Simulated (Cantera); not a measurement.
**Equilibrium for abatement and gas-phase synthesis: CS₂ + H₂**

Feed: 1 mol CS₂, 0.12 mol H₂, held at 2875 K and 1.33 mbar.

Cantera equilibrium calculation (NASA polynomials, part measured and part estimated; ideal gas, pure solids and liquids). Candidate condensed phases: C, C₆H₆, C₇H₈, C₈H₁₈, S; 83 gas species. Kinetics and transport are ignored.

- x(CS): 0.450
- x(S): 0.433
- x(H): 0.105
- x(S₂): 0.00838
- x(H₂): 0.00131
- x(CS₂): 0.00109
- x(SH): 0.000907
- x(C): 0.000424
- x(C₂): 8.57e-6
- gas amount: 2.215 mol
- log10 activity of C(graphite) (absent): -1.41
- log10 activity of S(l) (absent): -4.33
